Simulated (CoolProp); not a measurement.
Aqueous propylene glycol as a coolant, at 25 °C, 1 atm.

Computed with CoolProp (Melinder's fits for secondary coolants).

| mass % | freezing point (°C) | conductivity (W/(m K)) | density (kg/m³) | cp (kJ/(kg K)) | viscosity (mPa s) |
|---|---|---|---|---|---|
| 1.7 | -0.4 | 0.598 | 998.6 | 4.163 | 0.949 |
| 8.2 | -2.2 | 0.560 | 1003 | 4.098 | 1.18 |
| 14.6 | -4.7 | 0.525 | 1008 | … | 1.45 |
| 21.1 | -7.7 | 0.492 | 1014 | 3.976 | … |
| 27.6 | -11.3 | 0.460 | 1019 | 3.901 | 2.27 |
| 34 | -15.6 | 0.430 | 1025 | 3.815 | 2.87 |
| 40.5 | -21.0 | … | 1030 | 3.715 | 3.65 |
| 47 | -28.2 | … | 1034 | 3.603 | 4.61 |
| 53.4 | -37.4 | 0.349 | 1037 | 3.487 | 5.77 |
| 59.9 | -49.8 | 0.324 | 1039 | 3.365 | 7.33 |

**Question.** Complete the blanks.

**Answer.** 
- 14.6, cp (kJ/(kg K)): 4.040
- 21.1, viscosity (mPa s): 1.81
- 40.5, conductivity (W/(m K)): 0.401
- 47, conductivity (W/(m K)): 0.374
